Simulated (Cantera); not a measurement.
A Cantera script and what it prints.

```python
import numpy as np
import cantera as ct

gas_names = [...]  # 110 gases of nasa_gas.yaml made of C, H, O
cond_names = """
    C(gr) C6H6(L) C7H8(L) C8H18(L),n-octa H2O(s) H2O(L)
""".split()


# ... load() reads the species with a 1 bar reference pressure and builds the phases ...
atoms = {
    'n-butane': {'C': 4, 'H': 10},
    'H2': {'H': 2},
    'H2O': {'H': 2, 'O': 1},
}
top_T = {'C(gr)': 4500}  # K; cautious upper limits of use, not melting points


# ... equilibrate(T, P, feed) seeds the gas with the atoms and calls Mixture.equilibrate('TP', solver="vcs", rtol=1e-11, max_steps=5000) ...
results = []
feed = {'n-butane': 1, 'H2': 0.62, 'H2O': 4.3}  # mol
P = 26  # Pa
for T in [1648, 1798, 1948, 2098, 2248, 2398, 2548, 2698, 2848]:
    mix = equilibrate(T, P, feed)
    results.append((T, P, feed, dict(zip(mix.species_names, mix.species_moles))))

top = {s: max(r[3][s] / sum(r[3][g] for g in gas_names) for r in results) for s in gas_names}
cols = sorted((s for s in top if top[s] > 1e-05), key=lambda s: -top[s])[:8]
seen = [c for c in cond_names if any(r[3].get(c, 0) > 1e-12 for r in results)]
print("log10 of partial pressures in bar; condensed amounts in mol")
print(f"{'T/K':>10s}" + "".join(f"{s[:9]:>10s}" for s in cols + seen))
for T, P, feed, n in results:
    ng = sum(n[g] for g in gas_names)
    print(f"{T:10.4g}" + "".join(f"{np.log10(max(n[s] / ng * P / 1e5, 1e-99)):10.3f}" for s in cols)
          + "".join(f"{n.get(c, 0):10.4g}" for c in seen))
```

Output:

```
log10 of partial pressures in bar; condensed amounts in mol
       T/K         H        H2        CO       H2O         O        OH       CO2        O2
      1648    -5.924    -3.746    -4.131    -5.305   -11.095    -8.830    -6.196   -12.998
      1798    -5.330    -3.754    -4.134    -5.301    -9.747    -8.060    -6.262   -11.649
      1948    -4.835    -3.775    -4.142    -5.308    -8.600    -7.411    -6.317   -10.495
      2098    -4.426    -3.828    -4.162    -5.337    -7.605    -6.860    -6.364    -9.484
      2248    -4.106    -3.943    -4.201    -5.422    -6.732    -6.409    -6.415    -8.587
      2398    -3.882    -4.159    -4.258    -5.667    -6.024    -6.127    -6.538    -7.915
      2548    -3.756    -4.492    -4.313    -6.265    -5.638    -6.189    -6.888    -7.799
      2698    -3.701    -4.905    -4.345    -7.146    -5.526    -6.535    -7.413    -8.161
      2848    -3.682    -5.333    -4.358    -8.067    -5.501    -6.948    -7.942    -8.633
```

Equilibrium computed with Cantera from the NASA thermochemical tables; the gas is ideal and each condensed phase is pure.
